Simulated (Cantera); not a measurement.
Feed: 1 mol Si2Cl6, 0.091 mol HCl, 9.3 mol H2, at 100 Pa.

Method: chemical equilibrium by Gibbs-energy minimisation in Cantera with the NASA 1993 tables (ideal gas, pure condensed phases). Candidate condensed phases: Si; 19 gas species. The feed counts by its element totals alone. Kinetics and transport are ignored.

Question: What share of the Si ends up in condensed phases as a function of T (K), at 925, 1000, 1075, 1150, 1225, 1300, 1375, 1450, 1525, 1600, 1675?

Answer: 
```tsv
T (K)	Si condensed (%)	as
925	25.9	Si(s)
1000	28.0	Si(s)
1075	28.1	Si(s)
1150	23.4	Si(s)
1225	15.5	Si(s)
1300	9.7	Si(s)
1375	6.7	Si(s)
1450	4.7	Si(s)
1525	3.3	Si(s)
1600	2.0	Si(s)
1675	0.7	Si(s)
```
